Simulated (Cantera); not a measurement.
A perfectly stirred reactor is fed with CH4 : N2 = 1 : 180 (molar parts), at 38.0 Pa; it is held at 1448 K, and followed from long to short residence time.

Cantera simulation using GRI-Mech 3.0 (53 species, 325 reactions); the numbers are that mechanism's predictions, not measurements. GRI-Mech 3.0 stops at C3 and has no aromatics, soot or wall deposition, so with more carbon than oxygen in the feed, carbon stays in small species such as C2H2 where larger ones or solid carbon would form. Radical loss at walls, strong at low pressure, is not modelled.

Task: What does this change do: pressure from 38.0 Pa to 1330 Pa?

Result: 
```
quantity                  before     after
----------------------  --------  --------
x(CH4) at τ = 3.80 s     0.00552   0.00508
x(C2H2) at τ = 3.80 s   9.41e-10  0.000133
x(C2H6) at τ = 3.80 s   7.99e-11   1.33e-6
x(H) at τ = 3.80 s       6.88e-9   3.02e-7
x(CH3) at τ = 3.80 s     1.78e-6   3.62e-5
x(CH4) at τ = 0.150 s    0.00552   0.00552
x(C2H2) at τ = 0.150 s    <1e-12   1.68e-9
x(C2H6) at τ = 0.150 s    <1e-12   4.49e-9
x(H) at τ = 0.150 s      5.64e-9   6.77e-9
x(CH3) at τ = 0.150 s    6.50e-8   2.36e-6
```
